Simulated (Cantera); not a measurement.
Charge: 1 mol CsCl, 0.15 mol O2, 410 mol H2, held at 1375 °C and 0.0315 Torr.

These are equilibrium values from Cantera (NASA tables, ideal gas, pure condensed phases), not measurements of a reactor. Candidate condensed phases: Cs, CsCl, CsOH, H2O; 22 gas species. The numbers say what is thermodynamically allowed, not how fast it happens.

Base state: H2 0.982, H 0.0136, Cs 0.00127, HCl 0.00126, CsCl 0.00115, H2O 0.000724, Cl 1.36e-5 (mole fractions); condensed: gas only.

Task: What changes in the equilibrium state with this change: 0.96 mol NH3 added?

Result: 
```tsv
species	before	after
H2	0.982	0.981
H	0.0136	0.0136
Cs	0.00127	0.00126
N2	0	0.00115
CsCl	0.00115	0.00114
H2O	0.000724	0.000721
HCl	0.00126	0.00125
Cl	1.36e-5	1.36e-5
```
Further candidate phases: NH4Cl.

Task: What changes in the equilibrium state with this change: pressure from 0.0315 Torr to 750 Torr?

Result: 
| species | before | after |
|---|---|---|
| H2 | 0.982 | 0.997 |
| CsCl | 0.00115 | 0.00229 |
| H2O | 0.000724 | 0.000728 |
| H | 0.0136 | 8.89e-5 |
| Cl | 1.36e-5 | 1.01e-8 |
| Cs | 0.00127 | 0.000143 |
| HCl | 0.00126 | 0.000145 |
